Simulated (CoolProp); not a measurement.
Neopentane along the isotherm 468 K: density (kg/m³) from the reference equation and from simpler models built on Tc = 433.7 K, pc = 31.96 bar, ω = 0.196; each cubic takes its own stable root.

The numbers come from the reference Helmholtz-energy equation of state, Lemmon 2006 in CoolProp. It is a short technical equation, of lower accuracy than the large ones.

```
p (bar)          phase  reference
-------  -------------  ---------
9.99               gas      20.29
20                 gas      45.61
30                 gas      80.00
40       supercritical      134.9
49.9     supercritical      232.3
59.9     supercritical      303.4
69.9     supercritical      337.2
79.9     supercritical      358.5
89.9     supercritical      374.2
99.9     supercritical      386.8
110      supercritical      397.3
120      supercritical      406.3
130      supercritical      414.2
140      supercritical      421.3
150      supercritical      427.7
160      supercritical      433.5
```

Task: How far does each simpler model (ideal gas, van der Waals, Redlich-Kwong, Soave-Redlich-Kwong) lie from the reference over these 16 states: mean and median of the absolute difference, and the worst?

Result: 
- ideal gas: mean 43.4 %, median 45.1 %, worst -63.4 % at 468 K and 59.9 bar
- van der Waals: mean 15.1 %, median 20.6 %, worst -22.1 % at 468 K and 160 bar
- Redlich-Kwong: mean 4.7 %, median 4.7 %, worst -8.6 % at 468 K and 69.9 bar
- Soave-Redlich-Kwong: mean 6.9 %, median 6.9 %, worst -13.6 % at 468 K and 59.9 bar
